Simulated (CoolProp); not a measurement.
Toluene along the isobar 2.17 MPa: density (kg/m³) from the reference equation and from simpler models built on Tc = 318.6 °C, pc = 4.126 MPa, ω = 0.266; each cubic takes its own stable root.

Computed with CoolProp (reference Helmholtz-energy equation of state, Lemmon 2006). It is a short technical equation, of lower accuracy than the large ones.

| T (°C) | phase | reference |
|---|---|---|
| 134.85 | liquid | 757.0 |
| 151.15 | liquid | 739.4 |
| 167.45 | liquid | 721.0 |
| 183.75 | liquid | 701.6 |
| 200.05 | liquid | 680.9 |
| 216.35 | liquid | 658.5 |
| 232.65 | liquid | 633.8 |
| 248.95 | liquid | 605.6 |
| 265.35 | liquid | 571.4 |
| 281.65 | gas | 62.67 |
| 297.95 | gas | 57.32 |
| 314.25 | gas | 53.33 |
| 330.55 | gas | 50.15 |
| 346.85 | gas | 47.51 |

How far does each simpler model (van der Waals, Soave-Redlich-Kwong) lie from the reference over these 14 states: mean and median of the absolute difference, and the worst?


- van der Waals: mean 35.3 %, median 40.4 %, worst -89.6 % at 265.35 °C and 2.17 MPa
- Soave-Redlich-Kwong: mean 9.1 %, median 10.7 %, worst -17.2 % at 265.35 °C and 2.17 MPa

At some of these states van der Waals gives the other phase, because its saturation line lies elsewhere.
